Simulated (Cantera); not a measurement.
# Thermodynamics of silicon etching in halogen gases, feed Si + HF

Feed: 1 mol Si, a varied amount of HF, equilibrated at 327 °C and 7.30 mbar.

Method: chemical equilibrium by Gibbs-energy minimisation in Cantera with the NASA 1993 tables (ideal gas, pure condensed phases). Candidate condensed phases: Si; 25 gas species. Rates play no part.

From 1.1 mol HF to 3.9 mol HF the condensed part is Si(s). From 5.3 mol HF to 18 mol HF nothing is condensed. The main Si-bearing gas is SiF4 throughout.

| n(HF) (mol) | x HF | x H2 | x SiF4 | x SiHF3 | n Si(s) |
|---|---|---|---|---|---|
| 1.1 | 1.31e-9 | 0.665 | 0.329 | 0.00579 | 0.724 |
| 1.6 | 1.31e-9 | 0.665 | 0.329 | 0.00579 | 0.598 |
| 2.1 | 1.31e-9 | 0.665 | 0.329 | 0.00579 | 0.473 |
| 2.9 | 1.31e-9 | 0.665 | 0.329 | 0.00579 | 0.272 |
| 3.9 | 1.31e-9 | 0.665 | 0.329 | 0.00579 | 0.0207 |
| 5.3 | 0.302 | 0.465 | 0.233 | 1.24e-11 | 0 |
| 7.2 | 0.516 | 0.323 | 0.161 | 3.50e-12 | 0 |
| 9.9 | 0.663 | 0.225 | 0.112 | 1.32e-12 | 0 |
| 13 | 0.750 | 0.167 | 0.0833 | <1e-12 | 0 |
| 18 | 0.824 | 0.118 | 0.0588 | <1e-12 | 0 |
x: gas mole fraction; n: condensed amount in mol.
